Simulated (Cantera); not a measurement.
A perfectly stirred reactor is fed with CH4 : CO2 : H2 = 1 : 22 : 0.13 (molar parts), at 5.00 bar; it is held at 1975 K, and followed from long to short residence time.

Computed with Cantera and GRI-Mech 3.0 (53 species, 325 reactions).

One state of this run: x CH4 = 0.000199; x CO2 = 0.756; x H2 = 0.00387; x CH2 = 3.13e-8; x C2H6 = 3.05e-8; x O = 1.47e-7; x OH = 3.90e-5. x: mole fraction; the columns are a selection and need not sum to one.

### Question
Which value of τ (s) does it belong to?
(A) 0.027
(B) 0.054
(C) 0.077
(D) 0.11

### Answer
C, 0.077
